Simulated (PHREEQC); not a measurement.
Model water analysis in mg/L, 25 °C, pH 6.78, pe 9.6: Na 12; K 7.92; Ca 2.45; Mg 8.02; Cl 24.3; S(6) as SO4 15.9; Alkalinity as HCO3 31.3; Si as SiO2 0.109.

Valence states are taken as typed.

Model: ion-association model, wateq4f.dat, run in PHREEQC.

No solid was allowed to form.

Q: Predict the charge-balance error.

A: charge-balance error -0.8 %.

Q: In which forms is S present?

A: SO4-2 94 %, MgSO4 4.8 %, CaSO4 0.8 % of the S.
